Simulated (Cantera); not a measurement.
Input: 1 mol n-butane, 21 mol H2, 7.6 mol N2, held at 100 Torr.

Cantera equilibrium calculation (NASA polynomials, part measured and part estimated; ideal gas, pure solids and liquids). Candidate condensed phases: C, C6H6, C7H8, C8H18; 92 gas species. Kinetics and transport are ignored. All values below are at 2302 °C.

Base state: H2 0.677, N2 0.200, H 0.0780, HCN 0.0312, C2H2 (acetylene) 0.00995, HNC 0.00398, CN 0.000231, C2H 9.61e-5 (mole fractions); condensed: C(graphite).

Task: What changes in the equilibrium state with this change: n-butane replaced by toluene?

Result: 
```csv
species,before,after
H2,0.677,0.670
N2,0.200,0.206
H,0.0780,0.0777
HCN,0.0312,0.0316
C2N2,2.40e-5,2.48e-5
CN,0.000231,0.000235
CH3,1.66e-5,1.64e-5
HNC,0.00398,0.00402
"C(graphite), mol",2.05,5.10
```
